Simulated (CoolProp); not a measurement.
Properties of hydrogen chloride along the isobar 8.84 MPa (Tc = 51.5 °C, pc = 8.314 MPa, ω = 0.130).

Computed with CoolProp (reference Helmholtz-energy equation of state, Thol 2018).

```json
[
 {"T (°C)": "-70.15", "phase": "liquid", "speed of sound (m/s)": "1062", "fugacity coefficient": "0.02783"},
 {"T (°C)": "-59.45", "phase": "liquid", "speed of sound (m/s)": "1013", "fugacity coefficient": "(withheld)"},
 {"T (°C)": "-48.75", "phase": "liquid", "speed of sound (m/s)": "963.7", "fugacity coefficient": "(withheld)"},
 {"T (°C)": "-38.05", "phase": "liquid", "speed of sound (m/s)": "912.6", "fugacity coefficient": "0.09552"},
 {"T (°C)": "-27.35", "phase": "liquid", "speed of sound (m/s)": "859.8", "fugacity coefficient": "0.1320"},
 {"T (°C)": "-16.65", "phase": "liquid", "speed of sound (m/s)": "805.0", "fugacity coefficient": "0.1763"},
 {"T (°C)": "-5.85", "phase": "liquid", "speed of sound (m/s)": "747.1", "fugacity coefficient": "0.2290"},
 {"T (°C)": "4.85", "phase": "liquid", "speed of sound (m/s)": "686.2", "fugacity coefficient": "0.2887"},
 {"T (°C)": "15.55", "phase": "liquid", "speed of sound (m/s)": "620.4", "fugacity coefficient": "0.3553"},
 {"T (°C)": "26.25", "phase": "liquid", "speed of sound (m/s)": "547.1", "fugacity coefficient": "0.4277"},
 {"T (°C)": "36.95", "phase": "liquid", "speed of sound (m/s)": "461.0", "fugacity coefficient": "(withheld)"},
 {"T (°C)": "47.65", "phase": "liquid", "speed of sound (m/s)": "346.2", "fugacity coefficient": "0.5824"},
 {"T (°C)": "58.35", "phase": "supercritical", "speed of sound (m/s)": "(withheld)", "fugacity coefficient": "0.6482"},
 {"T (°C)": "69.05", "phase": "supercritical", "speed of sound (m/s)": "(withheld)", "fugacity coefficient": "0.6869"}
]
```

Fill in the missing entries.


- -59.45, fugacity coefficient: 0.04415
- -48.75, fugacity coefficient: 0.06644
- 36.95, fugacity coefficient: 0.5043
- 58.35, speed of sound (m/s): 233.9
- 69.05, speed of sound (m/s): 261.6
